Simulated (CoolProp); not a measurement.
Properties of octamethyltrisiloxane (MDM) along the isotherm 301.85 °C (Tc = 292.2 °C, pc = 1.438 MPa, ω = 0.528).

Model: reference Helmholtz-energy equation of state, Thol 2017, in CoolProp.

```csv
p (MPa),phase,cp (kJ/(kg K)),isothermal compressibility (1/MPa)
0.299,gas,2.119,3.605
0.599,gas,2.163,1.998
0.898,gas,2.240,1.558
1.2,gas,2.430,1.535
1.5,supercritical,3.406,2.448
1.8,supercritical,3.653,0.7965
2.1,supercritical,2.911,0.2524
2.4,supercritical,2.726,0.1489
2.7,supercritical,2.637,0.1059
2.99,supercritical,2.584,0.08297
3.29,supercritical,2.546,0.06792
3.59,supercritical,2.519,0.05757
```

The peak of cp marks the crossing from liquid-like to gas-like fluid above the critical point.
